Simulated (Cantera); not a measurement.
Input: 1 mol TEOS, 0.23 mol CO2, equilibrated at 1150 K and 0.133 bar.

Equilibrium computed with Cantera from the NASA thermochemical tables; the gas is ideal and each condensed phase is pure. The feed counts by its element totals alone. The tables hold silica as quartz up to 1696 K and as liquid above; real silica turns to tridymite and cristobalite and melts near 1996 K. The numbers say what is thermodynamically allowed, not how fast it happens.

| species | before | after |
|---|---|---|
| CO | 0.197 | 0.559 |
| H2 | 0.800 | 0.438 |
| CO2 | 0.000203 | 0.00164 |
| CH4 | 0.00200 | 0.000597 |
| H2O | 0.000984 | 0.00153 |
| C(graphite), mol | 5.76 | 0.658 |
| SiO2(β-quartz), mol | 1.00 | 1.00 |
Gas species are given as mole fractions.

Task: Name the change that produced these shifts.
A. CO2 from 0.23 to 5.4 mol
B. temperature from 1150 K to 1898 K
C. CO2 from 0.23 to 10 mol
D. temperature from 1150 K to 1900 K

Result: A, CO2 from 0.23 to 5.4 mol
